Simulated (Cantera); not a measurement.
Feed: 1 mol B₂O₃, 3.9 mol BCl₃, 6.2 mol H₂, at 100000 Pa.

Cantera equilibrium calculation (NASA polynomials, part measured and part estimated; ideal gas, pure solids and liquids). Candidate condensed phases: B, B₂O₃, B₃O₃H₃, H₂O; 33 gas species. Mutual solubility and eutectic melting of coexisting phases are not modelled. Gases not in the tables: BHCl₂. The numbers say what is thermodynamically allowed, not how fast it happens.

Over these rows the condensed part is B(s) + B₂O₃(l). Partial pressures as log10 of bar:

```
T (K)  1000/T (1/K)  log p HBO₂  log p H₂  log p BCl₃  log p HCl  log p B₃O₃Cl₃
-----  ------------  ----------  --------  ----------  ---------  -------------
1050         0.9524       -7.91     -0.25       -0.54      -1.08          -1.18
1150         0.8696           ?     -0.27       -0.57      -0.93          -1.15
1250         0.8000       -5.92     -0.29       -0.60      -0.80          -1.14
1350         0.7407       -5.16     -0.31       -0.63      -0.70          -1.13
1450         0.6897       -4.51     -0.33       -0.67      -0.62          -1.14
1550         0.6452       -3.95     -0.36       -0.70      -0.55          -1.15
```

Problem. Fit log p(HBO₂) = a + b·(1000/T) to the five rows, give the apparent enthalpy, and predict the row at 1150 K.

Solution. Means: 1000/T = 0.7656, log p = -5.490. Sxy = -0.734863, Sxx = 0.0569546, so b = -12.90 and a = -5.490 − (-12.90)×0.7656 = 4.39.
Apparent enthalpy: −19.145 × (-12.90) = 247 kJ/mol. With the condensed phases at unit activity, 2/3 B₂O₃(l) + 1/2 H₂(g) = HBO₂(g) + 1/3 B(s) links this pressure to the main gases: over the six rows their terms move log p by -0.05 in all, so the slope is close to that reaction's ΔH°. The five rows lie within 0.02 of the line.
Prediction at 1150 K: 4.39 + (-12.90)×0.8696 = -6.83. The computed value is -6.82, 0.01 from the line.
